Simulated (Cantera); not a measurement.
## BCl3 + H2 (boron, boron nitride and boron oxide)

A closed system holds: 1 mol BCl3, 170 mol H2, held at 1500 °C and 75.0 Torr.

Cantera equilibrium calculation (NASA polynomials, part measured and part estimated; ideal gas, pure solids and liquids). Candidate condensed phases: B; 13 gas species. The tables' values for BCl, BH2 are old estimates; treat these amounts as uncertain. Kinetics and transport are ignored.

* **x(H2)**: 0.982
* **x(HCl)**: 0.0172
* **x(H)**: 0.000891
* **x(BCl)**: 0.000217
* **x(BH2)**: 0.000105
* **x(Cl)**: 1.20e-5
* **x(BCl2)**: 6.05e-6
* **x(BH3)**: 5.64e-6
* **x(BCl3)**: 1.33e-6
* **n(B(s))**: 0.943 mol
* **gas amount**: 171.6 mol
